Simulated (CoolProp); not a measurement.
Ethanol at several states: fugacity coefficient from the reference equation and from simpler models built on Tc = 514.7 K, pc = 6.268 MPa, ω = 0.644; each cubic takes its own stable root.

Values from CoolProp's reference Helmholtz-energy equation of state, Schroeder 2014.

| T (K) | p (MPa) | phase | reference | van der Waals | Peng-Robinson |
|---|---|---|---|---|---|
| 435.5 | 24.4 | liquid | ? | 0.2068 | 0.07562 |
| 431.1 | 4.77 | liquid | 0.2329 | 0.5216 | ? |
| 512.9 | 19.2 | liquid | 0.2905 | ? | 0.2879 |
| 387.2 | 0.13 | gas | 0.9750 | ? | 0.9794 |
| 587.3 | 0.584 | gas | 0.9854 | 0.9801 | 0.9792 |
| 398.9 | 0.145 | gas | 0.9760 | 0.9875 | 0.9791 |

**Question.** Fill in the missing entries.

**Answer.** 
- 435.5, reference: 0.07293
- 431.1, Peng-Robinson: 0.2349
- 512.9, van der Waals: 0.3551
- 387.2, van der Waals: 0.9880
